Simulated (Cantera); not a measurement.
## Formation from one mole of Cl2

Standard-state values (1 bar) from the NASA 1993 polynomials, evaluated with Cantera. Values are per mole of reaction as written; species without (g) are pure solids or liquids, kept so even where they would boil at 1 bar.

2 K + Cl2(g) → 2 KCl(g)

| T (K) | ΔH° (kJ) | ΔS° (J/K) | ΔG° (kJ) | log10 K |
|---|---|---|---|---|
| 1123 | -452.5 | 81.9 | -544.6 | 25.33 |
| 1198 | -454.5 | 80.3 | -550.6 | 24.01 |
| 1273 | -456.5 | 78.6 | -556.6 | 22.84 |
| 1348 | -458.8 | 76.9 | -562.4 | 21.79 |

2 Na + Cl2(g) → 2 NaCl(g)

```tsv
T (K)	ΔH° (kJ)	ΔS° (J/K)	ΔG° (kJ)	log10 K
1123	-385.3	91.3	-487.9	22.69
1198	-386.8	90.0	-494.7	21.57
1273	-388.4	88.8	-501.4	20.57
1348	-390.0	87.6	-508.0	19.68
```

Mg + Cl2(g) → MgCl2(g)

```json
[
 {"T (K)": "1123", "ΔH° (kJ)": "-405.6", "ΔS° (J/K)": "6.0", "ΔG° (kJ)": "-412.4", "log10 K": "19.18"},
 {"T (K)": "1198", "ΔH° (kJ)": "-406.3", "ΔS° (J/K)": "5.4", "ΔG° (kJ)": "-412.8", "log10 K": "18.00"},
 {"T (K)": "1273", "ΔH° (kJ)": "-407.1", "ΔS° (J/K)": "4.8", "ΔG° (kJ)": "-413.2", "log10 K": "16.95"},
 {"T (K)": "1348", "ΔH° (kJ)": "-407.8", "ΔS° (J/K)": "4.2", "ΔG° (kJ)": "-413.5", "log10 K": "16.02"}
]
```

2 Li + Cl2(g) → 2 LiCl(g)

| T (K) | ΔH° (kJ) | ΔS° (J/K) | ΔG° (kJ) | log10 K |
|---|---|---|---|---|
| 1123 | -415.1 | 102.9 | -530.7 | 24.68 |
| 1198 | -416.6 | 101.7 | -538.3 | 23.47 |
| 1273 | -418.0 | 100.5 | -545.9 | 22.40 |
| 1348 | -419.5 | 99.3 | -553.4 | 21.44 |
